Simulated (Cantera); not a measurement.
Feed: 1 mol CF4, 4.8 mol H2, equilibrated at 24.0 Pa.

These are equilibrium values from Cantera (NASA tables, ideal gas, pure condensed phases), not measurements of a reactor. Candidate condensed phases: C, C6H6, C7H8, C8H18; 95 gas species. Kinetics and transport are ignored.

x: gas mole fraction; n: condensed amount in mol.

| T (K) | x HF | x H2 | x H | x F | x C2H2 (acetylene) | x C3 | x C | n C(graphite) |
|---|---|---|---|---|---|---|---|---|
| 798 | 0.588 | 0.412 | 1.10e-10 | <1e-12 | <1e-12 | <1e-12 | <1e-12 | 1.000 |
| 998 | 0.588 | 0.412 | 8.91e-8 | <1e-12 | 4.45e-10 | <1e-12 | <1e-12 | 1.000 |
| 1198 | 0.588 | 0.412 | ? | ? | ? | <1e-12 | <1e-12 | 1.000 |
| 1398 | 0.588 | 0.412 | ? | ? | ? | <1e-12 | <1e-12 | 1.000 |
| 1598 | 0.588 | 0.410 | 0.00220 | 1.68e-7 | 1.10e-5 | <1e-12 | 2.45e-12 | 1.000 |
| 1798 | 0.584 | 0.402 | 0.0144 | 3.46e-6 | 6.93e-5 | 4.49e-10 | 9.99e-10 | 0.999 |
| 1998 | 0.570 | 0.367 | 0.0627 | 3.97e-5 | 0.000278 | 1.10e-7 | 1.21e-7 | 0.996 |
| 2198 | 0.532 | 0.277 | 0.189 | 0.000310 | 0.000703 | 9.67e-6 | 6.14e-6 | 0.989 |
| 2398 | 0.473 | 0.141 | 0.382 | 0.00203 | 0.000976 | 0.000395 | 0.000161 | 0.969 |

Fill in the missing entries.


- 1398, x H: 0.000196
- 1398, x F: 3.49e-9
- 1398, x C2H2 (acetylene): 1.01e-6
- 1198, x H: 7.87e-6
- 1198, x F: 2.02e-11
- 1198, x C2H2 (acetylene): 4.07e-8
